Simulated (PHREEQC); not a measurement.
Consider water at 50 °C with 1.4 mol/kgw NaCl, 0.064 mol/kgw KCl and 0.23 mol/kgw MgCl2. Closed to the air; pH follows from the charge balance.

Equilibrium calculation in PHREEQC: Pitzer model, pitzer.dat.

This is a speciation only: nothing precipitates in the calculation.

**Question.** Estimate the activity of water, osmotic coefficient, density.

**Answer.** activity of water 0.937; osmotic coefficient 1.004; density 1.058 g/cm³.

Away from 25 °C the constants follow the database's enthalpies or fits; those with neither stay at their 25 °C values.
